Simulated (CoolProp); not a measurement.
A Linde-Hampson liquefier for carbon monoxide: isothermal reversible compression at 290 K from 1 atm to 10 MPa, throttling to 1 atm, return gas leaving the recuperator 10 K below the feed. Each further row changes one setting.

Values from CoolProp's reference Helmholtz-energy equation of state, Lemmon 2006. It is a short technical equation, of lower accuracy than the large ones.

```json
[
 {"case": "as stated", "liquid yield per pass": "?", "compression work (kJ/kg of gas)": "393"},
 {"case": "high pressure 20 MPa", "liquid yield per pass": "?", "compression work (kJ/kg of gas)": "453"},
 {"case": "warm-end temperature 320 K", "liquid yield per pass": "0.020", "compression work (kJ/kg of gas)": "?"},
 {"case": "warm-end gap 15 K", "liquid yield per pass": "?", "compression work (kJ/kg of gas)": "393"}
]
```

Question: Some entries are withheld; supply them.

Answer: 
- as stated, liquid yield per pass: 0.033
- high pressure 20 MPa, liquid yield per pass: 0.071
- warm-end temperature 320 K, compression work (kJ/kg of gas): 436
- warm-end gap 15 K, liquid yield per pass: 0.021
